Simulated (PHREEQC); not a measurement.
0.23 g of hydrous ferric oxide (600 m²/g; 0.2 weak and 0.005 strong sites per Fe, Dzombak-Morel constants, diffuse double layer) in 1 kg of water with 0.01 mol/kgw of an inert sodium salt and 0.3 mmol/kgw Na2SO4, at 25 °C; the pH is set by adding NaOH or the inert anion's acid. Oxygen is held at 0.21 atm. The system is closed to CO2. No solid was allowed to form.

The numbers come from PHREEQC with the ion-association model, wateq4f.dat.

```
pH     S sorbed (%)  surface charge σ (C/m²)  surface potential ψ (mV)
-----  ------------  -----------------------  ------------------------
3              74.9                    0.054                       111
3.67           74.1                        ?                       109
4.33           69.9                    0.046                       105
5              59.3                    0.039                        97
5.67           42.6                    0.030                        84
6.33           23.9                    0.022                        70
7               8.1                    0.014                         ?
7.67            1.0                    0.006                         ?
8.33            0.1                   -0.003                         ?
9               0.0                   -0.013                       -49
9.67            0.0                   -0.030                       -83
10.33           0.0                   -0.057                      -115
11              0.0                   -0.102                      -142
```

**Question.** What belongs in the gaps?

**Answer.** 
- 3.67, surface charge σ (C/m²): 0.051
- 7, surface potential ψ (mV): 51
- 7.67, surface potential ψ (mV): 23
- 8.33, surface potential ψ (mV): -12

The oxide is taken as insoluble; below pH 4 it would dissolve.
